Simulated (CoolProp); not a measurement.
Saturation properties of propylene (Tc = 364.2 K, pc = 45.55 bar, ω = 0.146).

Computed with CoolProp (reference Helmholtz-energy equation of state, Lemmon 2013).

| T (K) | p (bar) | vapour density (kg/m³) | enthalpy of vaporisation (kJ/kg) | liquid cp (kJ/(kg K)) | vapour viscosity (µPa s) |
|---|---|---|---|---|---|
| 249.5 | 2.683 | 5.859 | 410.4 | 2.295 | 7.04 |
| 251.9 | 2.924 | 6.356 | 407.4 | 2.308 | 7.11 |
| 254.4 | 3.193 | 6.908 | 404.1 | 2.321 | 7.19 |
| 256.9 | 3.480 | 7.495 | 400.8 | 2.335 | 7.26 |
| 259.4 | 3.785 | 8.121 | 397.4 | (withheld) | 7.34 |
| 261.8 | 4.098 | 8.759 | 394.1 | 2.365 | 7.42 |
| 264.3 | 4.443 | 9.464 | 390.6 | (withheld) | 7.50 |
| 266.8 | 4.809 | 10.21 | 387.0 | 2.397 | 7.59 |
| 269.2 | 5.182 | 10.98 | (withheld) | 2.413 | 7.67 |
| 271.7 | 5.592 | 11.82 | 379.8 | 2.430 | 7.76 |
| 274.2 | 6.026 | 12.71 | 376.0 | 2.448 | 7.85 |
| 276.7 | 6.485 | 13.65 | 372.1 | 2.467 | 7.95 |
| 279.1 | 6.948 | 14.61 | 368.3 | 2.486 | 8.04 |
| 281.6 | 7.457 | 15.67 | 364.3 | 2.507 | 8.14 |

### Question
What belongs in the gaps?

### Answer

- 259.4, liquid cp (kJ/(kg K)): 2.350
- 264.3, liquid cp (kJ/(kg K)): 2.380
- 269.2, enthalpy of vaporisation (kJ/kg): 383.5

It boils at 225.5 K under 1 atm.

Viscosity comes from a separate model (Huber 2003), an estimate that may be off by 10 % or more.
